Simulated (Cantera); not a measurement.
An adiabatic, constant-volume homogeneous reactor starts with CO : H₂ : O₂ : N₂ = 1 : 0.17 : 0.713 : 2.68 (molar parts), equivalence ratio 0.82, at 1475 K and 6230 Torr.

Detailed kinetics in Cantera: GRI-Mech 3.0 (53 species, 325 reactions). The hydrogen kinetics of GRI-Mech 3.0 are dated; newer H2 mechanisms differ, most at raised pressure. Above 3000 K some thermodynamic fits are extrapolated.

Predict: time of steepest temperature rise; temperature at 0.900 s; equilibrium temperature; x(CO) at 0.900 s; x(H₂) at 0.900 s; x(O₂) at 0.900 s; x(NO₂) at 0.900 s; x(H₂O₂) at 0.900 s; x(CO₂) at 0.900 s; x(N₂O) at 0.900 s.


```json
{
 "time_of_steepest_temperature_rise": "3.98 µs",
 "temperature at 0.900 s": "3019 K",
 "equilibrium_temperature": "3019 K",
 "x(CO) at 0.900 s": "0.0696 (gas-phase equilibrium 0.0696)",
 "x(H₂) at 0.900 s": "0.00178 (gas-phase equilibrium 0.00178)",
 "x(O₂) at 0.900 s": "0.0499 (gas-phase equilibrium 0.0499)",
 "x(NO₂) at 0.900 s": "2.34e-5 (gas-phase equilibrium 2.34e-5)",
 "x(H₂O₂) at 0.900 s": "5.11e-7 (gas-phase equilibrium 5.11e-7)",
 "x(CO₂) at 0.900 s": "0.171 (gas-phase equilibrium 0.171)",
 "x(N₂O) at 0.900 s": "4.29e-6 (gas-phase equilibrium 4.29e-6)"
}
```
